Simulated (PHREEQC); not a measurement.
# Phosphoric acid bath: an equilibrium model

Dissolve 0.018 mol/kgw KH2PO4 and 0.11 mol/kgw H2SO4 at 25 °C. Closed to the air; pH follows from the charge balance.

The numbers come from PHREEQC with the ion-association model, phreeqc.dat.

This is a speciation only: nothing precipitates in the calculation.

Question: Estimate the pH, ionic strength.

Answer: pH 1.02; ionic strength 0.156 mol/kgw.

Question: In which forms is S present?

Answer: HSO4- 79 %, SO4-2 20 %, KSO4- 0.8 % of the S.

Species that the database lacks are ignored.
